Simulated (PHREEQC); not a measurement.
Dissolve 0.17 mol/kgw HF, 0.0011 mol/kgw NH4F and 0.0058 mol/kgw H3PO4 at 25 °C. Closed to the air; pH follows from the charge balance.

The numbers come from PHREEQC with the ion-association model, wateq4f.dat.

No solid was allowed to form.

Q: Order these F species by the share of F that they hold, largest first: H2F2, HF, F-, HF2-.

A: HF (60 %), H2F2 (32 %), F- (4.3 %), HF2- (3.4 %)

The pH is 1.98 and the ionic strength 0.0127 mol/kgw. wateq4f.dat counts part of the HF as a dimer, H2F2, which phreeqc.dat doesn't know; its constant is uncertain. H3PO4, which wateq4f.dat lacks, is added to it with the constant of phreeqc.dat.
